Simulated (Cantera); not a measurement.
Charge: 1 mol Si, 0.81 mol O2, 24 mol H2, equilibrated at 10.0 mbar.

Equilibrium computed with Cantera from the NASA thermochemical tables; the gas is ideal and each condensed phase is pure. Candidate condensed phases: H2O, Si, SiO2; 18 gas species. Mutual solubility and eutectic melting of coexisting phases are not modelled. The tables hold silica as quartz up to 1696 K and as liquid above; real silica turns to tridymite and cristobalite and melts near 1996 K. Kinetics and transport are ignored.

log p: log10 of the partial pressure in bar; n: condensed amount in mol.

```json
[
 {"T (K)": "900", "log p H2": "-2.00", "log p H": "-10.93", "log p SiO": "-11.30", "log p H2O": "-12.20", "log p OH": "<-14", "log p O": "<-14", "log p SiO2": "<-14", "n Si(s)": "0.190", "n SiO2(β-quartz)": "0.810", "n SiO2(condensed)": "0"},
 {"T (K)": "1000", "log p H2": "-2.00", "log p H": "-9.64", "log p SiO": "-9.28", "log p H2O": "-11.01", "log p OH": "<-14", "log p O": "<-14", "log p SiO2": "<-14", "n Si(s)": "0.190", "n SiO2(β-quartz)": "0.810", "n SiO2(condensed)": "0"},
 {"T (K)": "1100", "log p H2": "-2.00", "log p H": "-8.59", "log p SiO": "-7.64", "log p H2O": "-10.04", "log p OH": "<-14", "log p O": "<-14", "log p SiO2": "<-14", "n Si(s)": "0.190", "n SiO2(β-quartz)": "0.810", "n SiO2(condensed)": "0"},
 {"T (K)": "1200", "log p H2": "-2.00", "log p H": "-7.70", "log p SiO": "-6.27", "log p H2O": "-9.24", "log p OH": "<-14", "log p O": "<-14", "log p SiO2": "<-14", "n Si(s)": "0.189", "n SiO2(β-quartz)": "0.809", "n SiO2(condensed)": "0"},
 {"T (K)": "1300", "log p H2": "-2.00", "log p H": "-6.96", "log p SiO": "-5.12", "log p H2O": "-8.56", "log p OH": "<-14", "log p O": "<-14", "log p SiO2": "<-14", "n Si(s)": "0.181", "n SiO2(β-quartz)": "0.801", "n SiO2(condensed)": "0"},
 {"T (K)": "1400", "log p H2": "-2.00", "log p H": "-6.31", "log p SiO": "-4.13", "log p H2O": "-7.98", "log p OH": "-14.00", "log p O": "<-14", "log p SiO2": "-13.14", "n Si(s)": "0.101", "n SiO2(β-quartz)": "0.721", "n SiO2(condensed)": "0"},
 {"T (K)": "1500", "log p H2": "-2.01", "log p H": "-5.76", "log p SiO": "-3.81", "log p H2O": "-6.97", "log p OH": "-12.26", "log p O": "<-14", "log p SiO2": "-11.67", "n Si(s)": "0", "n SiO2(β-quartz)": "0.620", "n SiO2(condensed)": "0"},
 {"T (K)": "1600", "log p H2": "-2.01", "log p H": "-5.27", "log p SiO": "-3.80", "log p H2O": "-5.80", "log p OH": "-10.46", "log p O": "[?]", "log p SiO2": "-10.38", "n Si(s)": "0", "n SiO2(β-quartz)": "0.616", "n SiO2(condensed)": "0"},
 {"T (K)": "1700", "log p H2": "-2.01", "log p H": "-4.84", "log p SiO": "-3.77", "log p H2O": "-4.80", "log p OH": "-8.92", "log p O": "[?]", "log p SiO2": "-9.25", "n Si(s)": "0", "n SiO2(β-quartz)": "0", "n SiO2(condensed)": "0.581"},
 {"T (K)": "1800", "log p H2": "-2.02", "log p H": "-4.45", "log p SiO": "-3.62", "log p H2O": "-4.06", "log p OH": "-7.68", "log p O": "[?]", "log p SiO2": "-8.26", "n Si(s)": "0", "n SiO2(β-quartz)": "0", "n SiO2(condensed)": "0.404"},
 {"T (K)": "1900", "log p H2": "-2.03", "log p H": "-4.12", "log p SiO": "-3.40", "log p H2O": "-3.61", "log p OH": "-6.78", "log p O": "[?]", "log p SiO2": "-7.50", "n Si(s)": "0", "n SiO2(β-quartz)": "0", "n SiO2(condensed)": "0"},
 {"T (K)": "2000", "log p H2": "-2.04", "log p H": "-3.81", "log p SiO": "-3.40", "log p H2O": "-3.61", "log p OH": "-6.38", "log p O": "[?]", "log p SiO2": "-7.43", "n Si(s)": "0", "n SiO2(β-quartz)": "0", "n SiO2(condensed)": "0"},
 {"T (K)": "2100", "log p H2": "-2.04", "log p H": "-3.53", "log p SiO": "-3.40", "log p H2O": "-3.61", "log p OH": "-6.02", "log p O": "[?]", "log p SiO2": "-7.36", "n Si(s)": "0", "n SiO2(β-quartz)": "0", "n SiO2(condensed)": "0"},
 {"T (K)": "2200", "log p H2": "-2.05", "log p H": "-3.28", "log p SiO": "-3.41", "log p H2O": "-3.62", "log p OH": "-5.70", "log p O": "[?]", "log p SiO2": "-7.30", "n Si(s)": "0", "n SiO2(β-quartz)": "0", "n SiO2(condensed)": "0"}
]
```

### Question
Some entries are withheld; supply them.

### Answer

- 1600, log p O: -13.80
- 1700, log p O: -11.84
- 1800, log p O: -10.23
- 1900, log p O: -8.99
- 2000, log p O: -8.29
- 2100, log p O: -7.66
- 2200, log p O: -7.08
